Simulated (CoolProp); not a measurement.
Vapour-liquid equilibrium of R22 (1) + acetone (2) at 162 kPa; x and y are mole fractions of (1).

Values from CoolProp's multi-fluid Helmholtz-energy mixture model, Kamei 1995 and Lemmon 2006; pair parameters Bell 2016.

Question: Give the bubble temperature and the first vapour's composition at x = 0.2, 0.65, 0.95. Is there an azeotrope?

Answer: x = 0.2: 299.0 K, y = 0.825; x = 0.65: 261.5 K, y = 0.990; x = 0.95: 244.3 K, y = 1.000. No azeotrope shows between x = 0.05 and 0.95.

Pair parameters are fitted to limited data, so mixtures are less certain than the pure fluids. With so large a gap from Raoult's law the liquid may split in two, which this calculation doesn't test in full.
